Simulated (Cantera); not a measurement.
Cantera run, input and output.

```python
import numpy as np
import cantera as ct

gas = ct.Solution("SiF4_NH3_mec.yaml", "gas")
gas.TPX = 2125, 1333, {'NH3': 1, 'N2': 8.3}
reactor = ct.IdealGasConstPressureReactor(gas, energy="off", clone=False)
net = ct.ReactorNet([reactor])
net.rtol, net.atol = 1e-08, 1e-18
show = ['NH3', 'N2H4', 'NH', 'N', 'NH2', 'H', 'H2']
times = np.geomspace(1e-06, 40, 11)

steps = ct.SolutionArray(gas, extra=["t"])
rows = []
print(f"{'t/s':>10s}{'T/K':>9s}{'P/Pa':>11s}" + "".join(f"{s:>11s}" for s in show))
for t in times:
    while net.time < t:
        t_next = net.step()
        steps.append(gas.state, t=t_next)
    rows.append([np.interp(t, steps.t, y) for y in (steps.T, steps.P, *steps(*show).X.T)])
    print(f"{t:10.3e}{rows[-1][0]:9.1f}{rows[-1][1]:11.4g}" + "".join(f"{x:11.3e}" for x in rows[-1][2:]))
rate = np.gradient(steps.T, steps.t)
print("integrator steps:", len(steps.t))
if steps.T.max() > steps.T[0] + 200:
    print(f"time of steepest temperature rise: {steps.t[rate.argmax()]:.4e} s")
gas.TPX = 2125, 1333, {'NH3': 1, 'N2': 8.3}
gas.equilibrate("TP")
print(f"equilibrium (TP): T = {gas.T:.1f} K  " + "  ".join(f"{s} {gas[s].X[0]:.3e}" for s in show))
```

It prints:

```
       t/s      T/K       P/Pa        NH3       N2H4         NH          N        NH2          H         H2
 1.000e-06   2125.0       1333  1.075e-01  7.683e-19  4.269e-15  1.754e-21  5.581e-08  5.352e-08  1.124e-09
 5.757e-06   2125.0       1333  1.075e-01  1.197e-16  4.952e-13  1.324e-18  3.497e-07  2.797e-07  3.487e-08
 3.314e-05   2125.0       1333  1.075e-01  1.349e-14  7.348e-11  4.162e-15  2.641e-06  9.828e-07  8.285e-07
 1.908e-04   2125.0       1333  1.075e-01  8.799e-13  5.761e-09  3.239e-12  1.954e-05  1.314e-06  9.119e-06
 1.099e-03   2125.0       1333  1.074e-01  3.303e-11  2.954e-07  8.882e-10  1.181e-04  1.359e-06  5.933e-05
 6.325e-03   2125.0       1333  1.067e-01  1.006e-09  6.559e-06  5.162e-08  6.503e-04  4.091e-06  5.322e-04
 3.641e-02   2125.0       1333  9.729e-02  2.445e-09  2.703e-05  1.548e-06  1.013e-03  5.268e-05  1.287e-02
 2.096e-01   2125.0       1333  5.787e-02  5.895e-10  2.800e-05  4.247e-06  4.976e-04  1.951e-04  6.666e-02
 1.207e+00   2125.0       1333  6.571e-03  1.967e-11  1.101e-05  3.537e-06  9.092e-05  6.259e-04  1.363e-01
 6.948e+00   2125.0       1333  2.106e-06  1.083e-16  1.988e-07  4.834e-07  2.140e-07  4.792e-03  1.429e-01
 4.000e+01   2125.0       1333  1.202e-08  2.242e-20  7.191e-09  4.402e-08  3.074e-09  1.172e-02  1.389e-01
integrator steps: 1938
equilibrium (TP): T = 2125.0 K  NH3 1.049e-08  N2H4 1.737e-20  NH 6.360e-09  N 3.919e-08  NH2 2.701e-09  H 1.180e-02  H2 1.389e-01
```

Model: the gas-phase N/H chemistry of the illustrative SiF4/NH3 mechanism in the Surface Chemkin manual (1991), integrated in Cantera. Walls and surfaces, which speed up NH3 decomposition in real reactors, are not modelled.
